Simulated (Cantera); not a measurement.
An adiabatic, constant-volume homogeneous reactor starts with CH₄ : CO : O₂ : N₂ = 1 : 0.099 : 1.14 : 4.28 (molar parts), equivalence ratio 1.8, at 1125 K and 2.00 bar. Integrator tolerance rtol = 1e-08.

Cantera simulation using GRI-Mech 3.0 (53 species, 325 reactions); the numbers are that mechanism's predictions, not measurements.

Task: What does this change do: initial temperature 1125 to 1025 K?

Result: 
```tsv
quantity	before	after
time of steepest temperature rise	0.112 s	not reached
temperature at 0.300 s	2657 K	1029 K
equilibrium temperature	2657 K	2590 K
x(CH₄) at 0.300 s	7.15e-11 (gas-phase equilibrium 8.05e-11)	0.153 (gas-phase equilibrium 1.20e-10)
x(CO) at 0.300 s	0.125 (gas-phase equilibrium 0.125)	0.0152 (gas-phase equilibrium 0.125)
x(O₂) at 0.300 s	4.28e-5 (gas-phase equilibrium 4.28e-5)	0.174 (gas-phase equilibrium 2.20e-5)
x(N₂O) at 0.300 s	4.04e-8 (gas-phase equilibrium 4.04e-8)	6.85e-11 (gas-phase equilibrium 2.69e-8)
x(H₂O₂) at 0.300 s	2.15e-8 (gas-phase equilibrium 2.15e-8)	7.20e-7 (gas-phase equilibrium 1.40e-8)
x(NO) at 0.300 s	0.000365 (gas-phase equilibrium 0.000365)	<1e-12 (gas-phase equilibrium 0.000236)
```
